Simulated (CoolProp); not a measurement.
Properties of CF4 (R14) along the isotherm 426.1 K.

Computed with CoolProp (reference Helmholtz-energy equation of state, Platzer 1990). This equation is an older, rougher fit.

| p (bar) | phase | Z | cp (kJ/(kg K)) |
|---|---|---|---|
| 0.0595 | gas | 1.0000 | 0.8491 |
| 0.0873 | gas | 0.9999 | 0.8491 |
| 0.128 | gas | 0.9999 | 0.8492 |
| 0.188 | gas | 0.9999 | 0.8492 |
| 0.276 | gas | 0.9998 | 0.8493 |
| 0.405 | gas | 0.9998 | 0.8494 |
| 0.595 | gas | 0.9997 | 0.8496 |
| 0.873 | gas | 0.9995 | 0.8498 |
| 1.28 | gas | 0.9993 | 0.8502 |
| 1.88 | gas | 0.9989 | 0.8507 |
| 2.76 | gas | 0.9984 | 0.8515 |
| 4.05 | gas | 0.9977 | 0.8527 |
| 5.95 | gas | 0.9966 | 0.8544 |
| 8.73 | gas | 0.9951 | 0.8569 |
| 12.8 | gas | 0.9929 | 0.8606 |
| 18.8 | gas | 0.9898 | 0.8660 |
